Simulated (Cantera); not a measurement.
A perfectly stirred reactor is fed with CH4 : H2O = 1 : 3.2 (molar parts), at 1.01 bar; it is held at 1923 K, and followed from long to short residence time.

Cantera simulation using GRI-Mech 3.0 (53 species, 325 reactions); the numbers are that mechanism's predictions, not measurements.

What does this change do: temperature 1923 to 1500 K?


| quantity | before | after |
|---|---|---|
| x(CH4) at τ = 16.0 s | 0.000268 | 0.0466 |
| x(H2O) at τ = 16.0 s | 0.334 | 0.463 |
| x(HO2) at τ = 16.0 s | 1.25e-11 | <1e-12 |
| x(H2O2) at τ = 16.0 s | 4.86e-11 | <1e-12 |
| x(H2) at τ = 16.0 s | 0.504 | 0.375 |
| x(CH4) at τ = 84.0 ms | 0.0137 | 0.193 |
| x(H2O) at τ = 84.0 ms | 0.388 | 0.734 |
| x(HO2) at τ = 84.0 ms | 1.79e-11 | <1e-12 |
| x(H2O2) at τ = 84.0 ms | 7.22e-11 | <1e-12 |
| x(H2) at τ = 84.0 ms | 0.453 | 0.0540 |

What does this change do: temperature 1923 to 1250 K?


```
quantity                  before    after
----------------------  --------  -------
x(CH4) at τ = 16.0 s    0.000268    0.223
x(H2O) at τ = 16.0 s       0.334    0.753
x(HO2) at τ = 16.0 s    1.25e-11   <1e-12
x(H2O2) at τ = 16.0 s   4.86e-11   <1e-12
x(H2) at τ = 16.0 s        0.504   0.0182
x(CH4) at τ = 84.0 ms     0.0137    0.238
x(H2O) at τ = 84.0 ms      0.388    0.762
x(HO2) at τ = 84.0 ms   1.79e-11   <1e-12
x(H2O2) at τ = 84.0 ms  7.22e-11   <1e-12
x(H2) at τ = 84.0 ms       0.453  4.10e-5
```
